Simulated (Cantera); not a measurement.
Premixed flame

A freely propagating, adiabatic, planar premixed flame of 8.98 % CH4, 15.0 % O2, 68.9 % N2, 7.18 % CO2, unburnt at 675 K and 0.138 atm; mixture-averaged transport, grid criteria slope 0.08 and curve 0.16, no radiation.

Model: GRI-Mech 3.0 (53 species, 325 reactions), integrated in Cantera. Burning velocities carry a grid error of a few per cent, more on coarse grids.

| z (mm) | T (K) | u (m/s) | x CH4 | x O2 | x CO2 | x NO | x C2H | x HCN |
|---|---|---|---|---|---|---|---|---|
| -8.01 | 675 | 1.18 | 0.0896 | 0.150 | 0.0717 | <1e-8 | <1e-8 | <1e-8 |
| -5.34 | 678 | 1.19 | 0.0890 | 0.149 | 0.0715 | <1e-8 | <1e-8 | <1e-8 |
| -4.01 | 687 | 1.21 | 0.0879 | 0.148 | 0.0713 | 2.80e-8 | <1e-8 | <1e-8 |
| -2.67 | 740 | 1.31 | 0.0830 | 0.143 | 0.0709 | 1.86e-7 | <1e-8 | 8.37e-8 |
| -1.34 | 1038 | 1.87 | 0.0586 | 0.117 | 0.0714 | 1.40e-6 | <1e-8 | 8.59e-7 |
| -0.668 | 1357 | 2.48 | 0.0319 | 0.0826 | 0.0740 | 3.32e-6 | <1e-8 | 2.30e-6 |
| 0 | 1658 | 3.06 | 0.00815 | 0.0438 | 0.0791 | 7.01e-6 | 2.18e-7 | 4.79e-6 |
| 0.668 | 1784 | 3.30 | 0.000752 | 0.0208 | 0.0857 | 1.21e-5 | 2.09e-7 | 4.80e-6 |
| 1.34 | 1809 | 3.34 | 3.56e-5 | 0.0127 | 0.0914 | 1.56e-5 | 1.83e-8 | 2.56e-6 |
| 2.67 | 1823 | 3.36 | 6.96e-8 | 0.00920 | 0.0973 | 1.83e-5 | <1e-8 | 5.49e-7 |
| 5.34 | 1838 | 3.38 | <1e-8 | 0.00826 | 0.1000 | 1.97e-5 | <1e-8 | 4.03e-8 |
| 10.7 | 1861 | 3.41 | <1e-8 | 0.00749 | 0.101 | 2.13e-5 | <1e-8 | <1e-8 |
| 21.4 | 1894 | 3.47 | <1e-8 | 0.00639 | 0.102 | 2.40e-5 | <1e-8 | <1e-8 |
x: mole fraction of selected species; z is measured from the peak of heat release.

```
Property                    Result
------------------------  --------
laminar burning velocity  118 cm/s
thermal thickness          2.67 mm
peak x(C2H)                3.26e-7
peak x(HCN)                5.37e-6
grid points                    151
```
